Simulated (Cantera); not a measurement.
## Reactions in the system N-O-V

Standard-state values (1 bar) from the NASA 1993 polynomials, evaluated with Cantera. Values are per mole of reaction as written; species without (g) are pure solids or liquids, kept so even where they would boil at 1 bar.

N2O(g) + V2O3 ⇌ 2 VO2(g) + 2 N(g)

```tsv
T (K)	ΔH° (kJ)	ΔS° (J/K)	ΔG° (kJ)	log10 K	condensed phases
1948	1543.2	448.9	668.6	-17.93	V2O3(s)
2098	1531.9	443.4	601.7	-14.98	V2O3(s)
2248	1519.9	437.9	535.6	-12.44	V2O3(s)
2398	1391.4	382.9	473.2	-10.31	V2O3(l)
2548	1382.1	379.1	416.1	-8.53	V2O3(l)
2698	1372.7	375.6	359.5	-6.96	V2O3(l)
2848	1363.4	372.2	303.4	-5.56	V2O3(l)
2998	1354.0	369.0	247.8	-4.32	V2O3(l)
```
